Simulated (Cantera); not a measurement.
A Cantera script and its output.

```python
import numpy as np
import cantera as ct

gas = ct.Solution("gri30.yaml")
gas.TPX = 1150, 100000, {'CO': 0.001, 'O2': 0.029, 'H2O': 0.035, 'N2': 1}
reactor = ct.IdealGasConstPressureReactor(gas, energy="off", clone=False)
net = ct.ReactorNet([reactor])
net.rtol, net.atol = 1e-08, 1e-18
show = ['CO', 'O2', 'H2O', 'O', 'H2', 'NO']
times = np.geomspace(9e-06, 2, 15)

steps = ct.SolutionArray(gas, extra=["t"])
rows = []
print(f"{'t/s':>10s}{'T/K':>9s}{'P/Pa':>11s}" + "".join(f"{s:>11s}" for s in show))
for t in times:
    while net.time < t:
        t_next = net.step()
        steps.append(gas.state, t=t_next)
    rows.append([np.interp(t, steps.t, y) for y in (steps.T, steps.P, *steps(*show).X.T)])
    print(f"{t:10.3e}{rows[-1][0]:9.1f}{rows[-1][1]:11.4g}" + "".join(f"{x:11.3e}" for x in rows[-1][2:]))
rate = np.gradient(steps.T, steps.t)
print("integrator steps:", len(steps.t))
if steps.T.max() > steps.T[0] + 200:
    print(f"time of steepest temperature rise: {steps.t[rate.argmax()]:.4e} s")
gas.TPX = 1150, 100000, {'CO': 0.001, 'O2': 0.029, 'H2O': 0.035, 'N2': 1}
gas.equilibrate("TP")
print(f"equilibrium (TP): T = {gas.T:.1f} K  " + "  ".join(f"{s} {gas[s].X[0]:.3e}" for s in show))
```

Result:

```
       t/s      T/K       P/Pa         CO         O2        H2O          O         H2         NO
 9.000e-06   1150.0      1e+05  9.390e-04  2.723e-02  3.286e-02  4.874e-12  1.351e-16  1.425e-22
 2.168e-05   1150.0      1e+05  9.390e-04  2.723e-02  3.286e-02  1.147e-11  1.738e-15  9.463e-22
 5.225e-05   1150.0      1e+05  9.390e-04  2.723e-02  3.286e-02  2.623e-11  2.215e-14  5.971e-21
 1.259e-04   1150.0      1e+05  9.390e-04  2.723e-02  3.286e-02  5.693e-11  2.663e-13  3.408e-20
 3.033e-04   1150.0      1e+05  9.390e-04  2.723e-02  3.286e-02  1.188e-10  3.042e-12  1.793e-19
 7.308e-04   1150.0      1e+05  9.390e-04  2.723e-02  3.286e-02  3.001e-10  3.375e-11  9.815e-19
 1.761e-03   1150.0      1e+05  9.390e-04  2.723e-02  3.286e-02  1.734e-09  4.920e-10  9.081e-18
 4.243e-03   1150.0      1e+05  9.385e-04  2.723e-02  3.286e-02  8.759e-08  3.318e-08  9.023e-16
 1.022e-02   1150.0      1e+05  7.386e-04  2.712e-02  3.284e-02  1.074e-05  1.093e-05  4.850e-11
 2.463e-02   1150.0      1e+05  2.537e-04  2.689e-02  3.286e-02  4.099e-06  5.345e-06  2.616e-10
 5.934e-02   1150.0      1e+05  5.681e-05  2.680e-02  3.287e-02  9.302e-07  1.160e-06  3.814e-10
 1.430e-01   1150.0      1e+05  9.359e-06  2.678e-02  3.288e-02  1.787e-07  2.015e-07  4.521e-10
 3.445e-01   1150.0      1e+05  1.236e-06  2.677e-02  3.288e-02  3.576e-08  3.267e-08  4.945e-10
 8.301e-01   1150.0      1e+05  1.208e-07  2.677e-02  3.288e-02  8.560e-09  5.743e-09  5.174e-10
 2.000e+00   1150.0      1e+05  6.241e-09  2.677e-02  3.288e-02  2.814e-09  1.559e-09  5.292e-10
integrator steps: 905
equilibrium (TP): T = 1150.0 K  CO 2.953e-11  O2 2.675e-02  H2O 3.288e-02  O 1.368e-09  H2 8.694e-10  NO 5.144e-05
```

Detailed kinetics in Cantera: GRI-Mech 3.0 (53 species, 325 reactions).
